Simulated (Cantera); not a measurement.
Feed: 1 mol SiO₂, 1.7 mol F₂, 13 mol H₂, held at 825 °C and 0.550 bar.

These are equilibrium values from Cantera (NASA tables, ideal gas, pure condensed phases), not measurements of a reactor. The numbers say what is thermodynamically allowed, not how fast it happens.

```tsv
species	before	after
H₂	0.793	0.774
HF	0.112	0.206
H₂O	0.0631	0.0136
SiF₄	0.0315	0.00679
SiO₂(β-quartz), mol	0.550	0.901
```
Gas species are given as mole fractions.

Task: Name the change that produced these shifts.
A) pressure from 0.550 bar to 49.0 Pa
B) temperature from 825 °C to 1452 °C
C) F₂ from 1.7 to 2.3 mol
D) temperature from 825 °C to 1150 °C

Result: A, pressure from 0.550 bar to 49.0 Pa
